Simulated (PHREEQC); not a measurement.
A made-up water analysis in mg/L, 15 °C, pH 3.42, pe 11.3:

| constituent | mg/L |
|---|---|
| Na | 30.8 |
| K | 78.8 |
| Ca | 124 |
| Mg | 23.5 |
| Cl | 98.1 |
| S(6) as SO4 | 472 |
| Fe(3) | 4.29 |
| Sr | 2.47 |

Cl is adjusted to close the charge balance.
Valence states are taken as typed.

All values are PHREEQC results (ion-association model, phreeqc.dat), not measurements.

The ionic strength comes out as 0.0177 mol/kgw, the specific conductance is 1060 µS/cm and the total alkalinity is -0.618 meq/kg.

| species | molality | activity | log γ |
|---|---|---|---|
| SO4-2 | 0.00395 | 0.00238 | -0.220 |
| Ca+2 | 0.00250 | 0.00152 | -0.216 |
| Cl- | 0.00240 | 0.00210 | -0.057 |
| K+ | 0.00199 | 0.00174 | -0.058 |
| Na+ | 0.00133 | 0.00117 | -0.055 |
| Mg+2 | 0.000767 | 0.000471 | -0.212 |
| CaSO4 | 0.000593 | 0.000596 | 0.002 |

No solid was allowed to form. Saturation is exceeded, for instance for Jarosite-K, Hematite (slow to form); the values hold only as long as no solid forms.
